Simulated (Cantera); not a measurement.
## Premixed flame

A freely propagating, adiabatic, planar premixed flame of 29.0 % H2, 13.2 % O2, 49.6 % N2, 8.13 % H2O, unburnt at 650 K and 0.651 atm; mixture-averaged transport, grid criteria slope 0.08 and curve 0.16, no radiation.

Detailed kinetics in Cantera: the H2/O2 subset of GRI-Mech 3.0, which has no nitrogen chemistry. Burning velocities carry a grid error of a few per cent, more on coarse grids.

| z (mm) | T (K) | u (m/s) | x H2 | x O2 | x H2O | x O | x HO2 | x OH |
|---|---|---|---|---|---|---|---|---|
| -2.40 | 650 | 7.95 | 0.290 | 0.132 | 0.0813 | <1e-8 | <1e-8 | <1e-8 |
| -1.60 | 650 | 7.95 | 0.290 | 0.132 | 0.0813 | <1e-8 | <1e-8 | <1e-8 |
| -1.20 | 650 | 7.95 | 0.290 | 0.132 | 0.0813 | <1e-8 | <1e-8 | <1e-8 |
| -0.800 | 650 | 7.95 | 0.290 | 0.132 | 0.0813 | <1e-8 | 2.34e-7 | <1e-8 |
| -0.400 | 656 | 8.00 | 0.288 | 0.132 | 0.0818 | 3.74e-6 | 0.000145 | 1.53e-5 |
| -0.200 | 795 | 9.53 | 0.265 | 0.129 | 0.0952 | 0.000211 | 0.000200 | 0.000570 |
| 0 | 1203 | 14.0 | 0.167 | 0.0935 | 0.175 | 0.00450 | 7.82e-5 | 0.00315 |
| 0.200 | 1506 | 17.2 | 0.0784 | 0.0394 | 0.273 | 0.00984 | 2.75e-5 | 0.00949 |
| 0.400 | 1647 | 18.7 | 0.0618 | 0.0253 | 0.299 | 0.0102 | 1.56e-5 | 0.0129 |
| 0.800 | 1795 | 20.2 | 0.0600 | 0.0206 | 0.311 | 0.00886 | 1.07e-5 | 0.0152 |
| 1.60 | 1946 | 21.6 | 0.0582 | 0.0167 | 0.324 | 0.00684 | 7.32e-6 | 0.0164 |
| 3.20 | 2090 | 23.0 | 0.0542 | 0.0128 | 0.338 | 0.00476 | 4.73e-6 | 0.0162 |
| 6.40 | 2216 | 24.1 | 0.0489 | 0.00920 | 0.352 | 0.00298 | 2.95e-6 | 0.0147 |
x: mole fraction of selected species; z is measured from the peak of heat release.

```yaml
laminar_burning_velocity: 795 cm/s
thermal_thickness: 0.800 mm
peak x(O): 0.0103
peak x(HO2): 0.000256
peak x(OH): 0.0165
grid_points: 137
```
